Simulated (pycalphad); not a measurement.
**Effect of Si content in Al-Si**

All values are pycalphad results on the COST 507 light-alloy database (1999) (1 atm), not direct measurements. These are 1990s assessments: newer ones move some temperatures and phases. Amounts are mole fractions of atoms.

```json
[
 {"alloy": "Al-0.1665Si (wt.%)", "liquidus (K)": "[?]", "first solid": "FCC_A1", "solidus (K)": "[?]", "phases at 800 K": "FCC_A1 1.00"},
 {"alloy": "Al-0.666Si (wt.%)", "liquidus (K)": "930", "first solid": "FCC_A1", "solidus (K)": "896", "phases at 800 K": "FCC_A1 1.00"},
 {"alloy": "Al-0.9989Si (wt.%)", "liquidus (K)": "928", "first solid": "FCC_A1", "solidus (K)": "878", "phases at 800 K": "FCC_A1 1.00"},
 {"alloy": "Al-1.332Si (wt.%)", "liquidus (K)": "926", "first solid": "FCC_A1", "solidus (K)": "861", "phases at 800 K": "FCC_A1 1.00, DIAMOND_A4 under 0.01"}
]
```

Fill in the missing entries.


- Al-0.1665Si (wt.%), liquidus (K): 933
- Al-0.1665Si (wt.%), solidus (K): 924

FCC_A1 is fcc; DIAMOND_A4 is diamond (Si).
